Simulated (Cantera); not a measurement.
Input: 1 mol Si(CH3)4, 0.19 mol C2H4, 10 mol H2, held at 0.00500 bar.

Cantera equilibrium calculation (NASA polynomials, part measured and part estimated; ideal gas, pure solids and liquids). Candidate condensed phases: C, C6H6, C7H8, C8H18, Si, SiC; 87 gas species. Kinetics and transport are ignored.

At 1127 °C, list the 3 most abundant gas species with their mole fractions, and the condensed phases.

H2 1.000, H 6.88e-5, CH4 2.16e-5. Condensed: C(graphite) + SiC(s).
